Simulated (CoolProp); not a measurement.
CHF3 (R23) at several states: fugacity coefficient from the reference equation and from simpler models built on Tc = 299.3 K, pc = 48.32 bar, ω = 0.263; each cubic takes its own stable root.

Values from CoolProp's reference Helmholtz-energy equation of state, Penoncello 2003.

| T (K) | p (bar) | phase | reference | Redlich-Kwong | Soave-Redlich-Kwong |
|---|---|---|---|---|---|
| 431.6 | 8.83 | gas | 0.9831 | 0.9799 | 0.9857 |
| 411.9 | 4.75 | gas | 0.9889 | 0.9874 | 0.9903 |
| 467 | 0.104 | gas | 0.9999 | 0.9998 | 0.9999 |
| 327 | 11.4 | gas | 0.9381 | … | 0.9417 |
| 472.8 | 130 | supercritical | … | … | 0.9050 |

What belongs in the gaps?


- 327, Redlich-Kwong: 0.9388
- 472.8, reference: 0.8597
- 472.8, Redlich-Kwong: 0.8231
